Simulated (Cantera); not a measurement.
Cantera run, input and output.

```python
import numpy as np
import cantera as ct

surf = ct.Interface("ptcombust.yaml", "Pt_surf")
gas = surf.adjacent["gas"]
gas.TPX = 1250, 290000, {'CH4': 0.0031, 'O2': 0.14, 'N2': 0.79}
surf.TP = 1250, 290000
reactor = ct.FlowReactor(gas, clone=False)
reactor.area = 0.0001  # m2
reactor.surface_area_to_volume_ratio = 1700  # 1/m
reactor.mass_flow_rate = 0.13 * reactor.area * gas.density  # inlet velocity 0.13 m/s
reactor.energy_enabled = False
wall = ct.ReactorSurface(surf, reactor, clone=False)
net = ct.ReactorNet([reactor])
net.rtol, net.atol = 1e-8, 1e-16
show, cover = ['CH4', 'O2', 'H2O', 'CO2', 'CO'], ['PT(S)', 'H(S)', 'O(S)', 'OH(S)', 'CO(S)', 'C(S)']

rows = []
print(f"{'z/m':>9s}{'u/(m/s)':>9s}" + "".join(f"{s:>13s}" for s in show + cover))
for z in [0.00028, 0.0006, 0.0013, 0.0028, 0.006, 0.013, 0.028]:
    net.advance(z)
    rows.append([reactor.speed, *gas[show].X, *surf[cover].coverages])
    print(f"{z:9.4g}{rows[-1][0]:9.3g}" + "".join(f"{x:13.4e}" for x in rows[-1][1:]))
```

It prints:

```
      z/m  u/(m/s)          CH4           O2          H2O          CO2           CO        PT(S)         H(S)         O(S)        OH(S)        CO(S)         C(S)
  0.00028     0.13   9.1760e-04   1.4536e-01   4.6804e-03   2.2968e-03   1.5970e-06   3.7034e-01   2.5099e-06   6.2841e-01   1.2484e-03   1.2882e-06   2.0793e-08
   0.0006     0.13   1.9681e-04   1.4390e-01   6.1418e-03   3.0325e-03   6.1661e-07   3.7074e-01   2.8741e-06   6.2782e-01   1.4269e-03   3.2894e-07   4.4752e-09
   0.0013     0.13   6.5437e-06   1.4346e-01   6.5860e-03   3.2745e-03   6.4490e-08   3.7087e-01   2.9767e-06   6.2764e-01   1.4770e-03   1.9261e-08   1.4896e-10
   0.0028     0.13   4.6921e-09   1.4342e-01   6.6242e-03   3.3016e-03   1.2483e-08   3.7089e-01   2.9855e-06   6.2762e-01   1.4813e-03   2.3643e-09   1.0683e-13
    0.006     0.13   3.0180e-11   1.4340e-01   6.6381e-03   3.3145e-03   2.9513e-09   3.7090e-01   2.9888e-06   6.2761e-01   1.4828e-03   5.5785e-10   6.8790e-16
    0.013     0.13   1.0633e-11   1.4340e-01   6.6423e-03   3.3190e-03   3.2674e-10   3.7090e-01   2.9898e-06   6.2761e-01   1.4833e-03   6.1770e-11   2.4218e-16
    0.028     0.13   4.3231e-12   1.4339e-01   6.6431e-03   3.3206e-03   9.9387e-11   3.7090e-01   2.9900e-06   6.2761e-01   1.4834e-03   1.8790e-11   9.8458e-17
```

Computed with Cantera and Deutschmann's 1995 Pt surface mechanism with GRI-Mech 3.0 gas chemistry. Catalytic surfaces can have several steady states; this one follows from the mechanism file's or the stated starting coverage. Mass transfer to the wall is taken as infinitely fast.
